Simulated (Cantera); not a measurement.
A Cantera script and its output.

```python
import numpy as np
import cantera as ct

gas = ct.Solution("gri30.yaml")
gas.TPX = 1050, 500000, {'CO': 0.019, 'O2': 0.1, 'H2O': 0.0032, 'N2': 1}
inlet = ct.Reservoir(gas, clone=True)

reactor = ct.IdealGasConstPressureReactor(gas, energy="off", clone=False)
exhaust = ct.Reservoir(gas, clone=True)
tau = [2.7, 0.82, 0.25, 0.077, 0.024, 0.0072, 0.0022, 0.00068, 0.00021][0]
for a, b in ((inlet, reactor), (reactor, exhaust)):
    ct.MassFlowController(a, b, mdot=lambda t: reactor.mass / tau)
net = ct.ReactorNet([reactor])
show = ['CO', 'O2', 'H2O', 'N2O', 'HO2']

rows = []
print(f"{'tau/s':>10s}{'T/K':>9s}" + "".join(f"{s:>11s}" for s in show))
for tau in [2.7, 0.82, 0.25, 0.077, 0.024, 0.0072, 0.0022, 0.00068, 0.00021]:
    net.initial_time = 0.0
    net.advance(30 * tau)
    before = gas.X
    net.advance(40 * tau)
    drift = np.max(np.abs(gas.X - before) / (gas.X + 1e-9))
    rows.append([gas.T, *gas[show].X, drift])
    print(f"{tau:10.3e}{gas.T:9.1f}" + "".join(f"{x:11.3e}" for x in gas[show].X))
```

Result:

```
     tau/s      T/K         CO         O2        H2O        N2O        HO2
 2.700e+00   1050.0  5.061e-03  8.366e-02  2.866e-03  1.051e-06  2.135e-06
 8.200e-01   1050.0  9.324e-03  8.561e-02  2.858e-03  5.390e-07  2.727e-06
 2.500e-01   1050.0  1.344e-02  8.750e-02  2.852e-03  2.119e-07  3.031e-06
 7.700e-02   1050.0  1.575e-02  8.857e-02  2.850e-03  6.827e-08  2.946e-06
 2.400e-02   1050.0  1.663e-02  8.897e-02  2.850e-03  1.796e-08  2.343e-06
 7.200e-03   1050.0  1.691e-02  8.910e-02  2.851e-03  1.799e-09  6.604e-07
 2.200e-03   1050.0  1.693e-02  8.911e-02  2.852e-03  6.075e-11  2.754e-08
 6.800e-04   1050.0  1.693e-02  8.911e-02  2.852e-03  1.103e-11  5.003e-09
 2.100e-04   1050.0  1.693e-02  8.911e-02  2.852e-03  1.992e-12  8.880e-10
```

Detailed kinetics in Cantera: GRI-Mech 3.0 (53 species, 325 reactions).
